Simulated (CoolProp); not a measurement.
Ammonia at 232.27 K and 0.0386 MPa flows at 0.09 m/s in a round tube of 12.7 mm bore and 1.5 µm roughness, fully developed (64/Re and Nu = 3.66 if laminar; Colebrook and Gnielinski if turbulent). Each further row changes one setting.

Computed with CoolProp (reference Helmholtz-energy equation of state, Gao 2020).

```
case               Reynolds number  Darcy friction factor  pressure drop (Pa/m)  heat-transfer coefficient (W/(m² K))  mass flow (kg/h)
-----------------  ---------------  ---------------------  --------------------  ------------------------------------  ----------------
as stated                      [?]                    [?]                   [?]                                  5.92               [?]
velocity 0.18 m/s              100                  0.638                 0.281                                  5.92               [?]
diameter 25.4 mm               100                  0.638                   [?]                                   [?]               [?]
```

Question: Fill in the missing entries.

Answer: 
- as stated, Reynolds number: 50.1
- as stated, Darcy friction factor: 1.28
- as stated, pressure drop (Pa/m): 0.140
- as stated, mass flow (kg/h): 0.0141
- velocity 0.18 m/s, mass flow (kg/h): 0.0283
- diameter 25.4 mm, pressure drop (Pa/m): 0.0351
- diameter 25.4 mm, heat-transfer coefficient (W/(m² K)): 2.96
- diameter 25.4 mm, mass flow (kg/h): 0.0566

Viscosity comes from a separate model (Fenghour 1995). Thermal conductivity comes from a separate model (Tufeu 1984).
